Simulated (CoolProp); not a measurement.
Hexamethyldisiloxane (MM) at 553.25 K and 1.61 MPa is throttled through a valve to 0.517 MPa with no heat exchange. Each further row changes one setting.

Model: reference Helmholtz-energy equation of state, Thol 2016, in CoolProp.

```json
[
 {"case": "as stated", "temperature change (K)": "(withheld)", "final density (kg/m³)": "(withheld)"},
 {"case": "outlet pressure 0.155 MPa", "temperature change (K)": "(withheld)", "final density (kg/m³)": "(withheld)"},
 {"case": "outlet pressure 0.672 MPa", "temperature change (K)": "(withheld)", "final density (kg/m³)": "(withheld)"}
]
```

Fill in the missing entries.


- as stated, temperature change (K): -10.5
- as stated, final density (kg/m³): 20.4
- outlet pressure 0.155 MPa, temperature change (K): -13.4
- outlet pressure 0.155 MPa, final density (kg/m³): 5.75
- outlet pressure 0.672 MPa, temperature change (K): -9.2
- outlet pressure 0.672 MPa, final density (kg/m³): 27.2
